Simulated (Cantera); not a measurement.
Feed: 1 mol SiO2, 6 mol C, 5.3 mol N2, equilibrated at 925 K.

These are equilibrium values from Cantera (NASA tables, ideal gas, pure condensed phases), not measurements of a reactor. Candidate condensed phases: C, Si, SiC, SiO2, Si2N2O, Si3N4; 34 gas species. N2 is the only nitrogen source here; it is nearly inert below about 1500 K, so the nitride shown seldom forms there in practice. Equilibrium is a limit: real reactors are often held back by kinetics, nucleation or transport.

x: gas mole fraction; n: condensed amount in mol.

```csv
P (Pa),x N2,x CO,x CO2,n C(graphite),n SiO2(β-quartz),n Si2N2O(s)
10,0.969,0.0306,(withheld),5.83,0.890,0.0552
52,0.990,0.0103,(withheld),5.95,0.963,0.0183
270,0.997,0.00343,(withheld),5.98,0.988,0.00608
1400,0.999,0.00115,(withheld),5.99,0.996,0.00203
7200,1.000,0.000385,(withheld),6.00,0.999,0.000681
37000,1.000,0.000129,(withheld),6.00,1.000,0.000229
190000,1.000,4.35e-5,(withheld),6.00,1.000,7.68e-5
1000000,1.000,1.44e-5,(withheld),6.00,1.000,0
```

### Question
Some entries are withheld; supply them.

### Answer

- 10, x CO2: 2.82e-7
- 52, x CO2: 1.65e-7
- 270, x CO2: 9.57e-8
- 1400, x CO2: 5.54e-8
- 7200, x CO2: 3.21e-8
- 37000, x CO2: 1.86e-8
- 190000, x CO2: 1.08e-8
- 1000000, x CO2: 6.20e-9
